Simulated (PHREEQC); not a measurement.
A solution holds 0.0012 mol/kgw NaH2PO4 and 0.0007 mol/kgw NaOH, at 20 °C. Closed to the air; pH follows from the charge balance.

All values are PHREEQC results (ion-association model, phreeqc.dat), not measurements.

This is a speciation only: nothing precipitates in the calculation.

Question: Estimate the pH.

Answer: pH 7.29.

Question: In which forms is P present?

Answer: HPO4-2 58 %, H2PO4- 42 % of the P.
